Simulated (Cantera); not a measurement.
Feed: 1 mol AlN, 2.2 mol O2, equilibrated at 75.0 Torr.

These are equilibrium values from Cantera (NASA tables, ideal gas, pure condensed phases), not measurements of a reactor. Candidate condensed phases: Al, AlN, Al2O3; 16 gas species. The numbers say what is thermodynamically allowed, not how fast it happens.

x: gas mole fraction; n: condensed amount in mol.

| T (K) | x O2 | x N2 | x NO | x O | x NO2 | n Al2O3(s) |
|---|---|---|---|---|---|---|
| 1525 | 0.743 | 0.256 | 0.00148 | 1.54e-5 | 4.39e-6 | 0.500 |
| 1575 | 0.743 | 0.255 | 0.00186 | 2.92e-5 | 4.78e-6 | 0.500 |
| 1625 | 0.742 | 0.255 | 0.00230 | 5.30e-5 | 5.18e-6 | 0.500 |
| 1675 | 0.742 | 0.255 | 0.00282 | 9.31e-5 | 5.59e-6 | 0.500 |
| 1725 | 0.742 | 0.255 | [?] | [?] | 6.01e-6 | 0.500 |
| 1775 | 0.741 | 0.254 | 0.00407 | 0.000261 | 6.43e-6 | 0.500 |
| 1825 | 0.741 | 0.254 | [?] | [?] | 6.85e-6 | 0.500 |
| 1875 | 0.740 | 0.253 | 0.00565 | 0.000654 | 7.28e-6 | 0.500 |
| 1925 | 0.739 | 0.253 | 0.00657 | 0.00100 | 7.71e-6 | 0.500 |
| 1975 | 0.738 | 0.252 | 0.00758 | 0.00150 | 8.14e-6 | 0.500 |

### Question
Some entries are withheld; supply them.

### Answer

- 1725, x NO: 0.00340
- 1725, x O: 0.000158
- 1825, x NO: 0.00482
- 1825, x O: 0.000418
